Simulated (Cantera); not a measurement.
Charge: 1 mol MgSO₄, 6.8 mol CO₂, equilibrated at 1.00 Torr.

These are equilibrium values from Cantera (NASA tables, ideal gas, pure condensed phases), not measurements of a reactor. Candidate condensed phases: C, Mg, MgCO₃, MgO, MgS, MgSO₄, S; 26 gas species. Rates play no part. All values below are at 1825 °C.

Base state: CO₂ 0.614, CO 0.139, O₂ 0.121, SO₂ 0.108, O 0.0131, SO 0.00294, Mg 0.00199, MgO 9.71e-5 (mole fractions); condensed: MgO(s).

Task: What changes in the equilibrium state with this change: CO₂ from 6.8 to 0.076 mol?

Result: 
```tsv
species	before	after
SO₂	0.108	0.611
O₂	0.121	0.309
CO₂	0.614	0.0414
CO	0.139	0.00588
SO	0.00294	0.0104
O	0.0131	0.0209
Mg	0.00199	0.00125
SO₃	5.92e-6	5.36e-5
S	2.51e-5	5.57e-5
MgO(s), mol	0.981	0.998
```
